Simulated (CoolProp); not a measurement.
A simple Rankine cycle with water: condensing at 294.15 K, boiler at 0.208 MPa, turbine inlet 544.7 K, turbine efficiency 0.75, pump efficiency 0.7, no recuperator. Each further row changes one setting.

Values from CoolProp's reference Helmholtz-energy equation of state, Wagner 2002.

| case | thermal efficiency (%) | net work (kJ/kg) | heat in (kJ/kg) | turbine exit temperature (K) | volume ratio over the turbine |
|---|---|---|---|---|---|
| as stated | 18.7 | 548 | 2930 | 294.1 | 44.0 |
| turbine inlet 564.7 K | 19.0 | 562 | 2970 | 294.1 | 42.9 |
| condensing temperature 286.15 K | … | … | … | 286.1 | 70.2 |
| boiler pressure 0.146 MPa | 17.5 | 513 | 2930 | 294.1 | 31.3 |
| turbine efficiency 0.65 | 16.2 | … | 2930 | 294.1 | 45.4 |

**Question.** Some entries are withheld; supply them.

**Answer.** 
- condensing temperature 286.15 K, thermal efficiency (%): 20.0
- condensing temperature 286.15 K, net work (kJ/kg): 593
- condensing temperature 286.15 K, heat in (kJ/kg): 2960
- turbine efficiency 0.65, net work (kJ/kg): 475

The expansion ends wet for: as stated; turbine inlet 564.7 K; condensing temperature 286.15 K; boiler pressure 0.146 MPa; turbine efficiency 0.65.
